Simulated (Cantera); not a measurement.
What does this Cantera script print?

```python
import numpy as np
import cantera as ct

gas_names = """
    H HO2 H2 H2O H2O2 Nb NbO NbO2 O OH O2 O3
""".split()
cond_names = """
    H2O(s) H2O(L) Nb(cr) Nb(L) NbO(s) NbO(L) NbO2(I) NbO2(II) NbO2(III) NbO2(L) Nb2O5(s) Nb2O5(L)
""".split()


# ... load() reads the species with a 1 bar reference pressure and builds the phases ...
atoms = {
    'Nb2O5': {'Nb': 2, 'O': 5},
    'H2': {'H': 2},
}
top_T = {}  # K; cautious upper limits of use, not melting points


# ... equilibrate(T, P, feed) seeds the gas with the atoms and calls Mixture.equilibrate('TP', solver="vcs", rtol=1e-11, max_steps=5000) ...
results = []
feed = {'Nb2O5': 1, 'H2': 14}  # mol
P = 17  # Pa
for T in [1550, 1575, 1600, 1625, 1650, 1675, 1700, 1725, 1750, 1775, 1800, 1825, 1850, 1875]:
    mix = equilibrate(T, P, feed)
    results.append((T, P, feed, dict(zip(mix.species_names, mix.species_moles))))

top = {s: max(r[3][s] / sum(r[3][g] for g in gas_names) for r in results) for s in gas_names}
cols = sorted((s for s in top if top[s] > 1e-05), key=lambda s: -top[s])[:7]
seen = [c for c in cond_names if any(r[3].get(c, 0) > 1e-12 for r in results)]
print("log10 of partial pressures in bar; condensed amounts in mol")
print(f"{'T/K':>10s}" + "".join(f"{s[:9]:>10s}" for s in cols + seen))
for T, P, feed, n in results:
    ng = sum(n[g] for g in gas_names)
    print(f"{T:10.4g}" + "".join(f"{np.log10(max(n[s] / ng * P / 1e5, 1e-99)):10.3f}" for s in cols)
          + "".join(f"{n.get(c, 0):10.4g}" for c in seen))
```

Output:

```
log10 of partial pressures in bar; condensed amounts in mol
       T/K        H2       H2O         H      NbO2        OH         O NbO2(III)
      1550    -3.803    -4.916    -6.403    -9.581    -8.990   -11.662         2
      1575    -3.803    -4.916    -6.283    -9.282    -8.836   -11.392         2
      1600    -3.804    -4.917    -6.166    -8.992    -8.687   -11.130         2
      1625    -3.804    -4.917    -6.054    -8.712    -8.542   -10.876         2
      1650    -3.805    -4.917    -5.944    -8.440    -8.402   -10.630         2
      1675    -3.806    -4.918    -5.838    -8.177    -8.266   -10.391     1.999
      1700    -3.807    -4.918    -5.735    -7.921    -8.133   -10.158     1.999
      1725    -3.808    -4.919    -5.635    -7.674    -8.005    -9.933     1.998
      1750    -3.810    -4.920    -5.538    -7.434    -7.881    -9.713     1.997
      1775    -3.812    -4.921    -5.444    -7.201    -7.759    -9.500     1.995
      1800    -3.814    -4.923    -5.353    -6.974    -7.642    -9.292     1.991
      1825    -3.817    -4.924    -5.265    -6.754    -7.527    -9.090     1.985
      1850    -3.820    -4.926    -5.179    -6.540    -7.416    -8.893     1.976
      1875    -3.825    -4.929    -5.096    -6.333    -7.308    -8.700     1.961
```

Method: chemical equilibrium by Gibbs-energy minimisation in Cantera with the NASA 1993 tables (ideal gas, pure condensed phases). Condensed phases not in the tables: the oxides between NbO2 and Nb2O5.
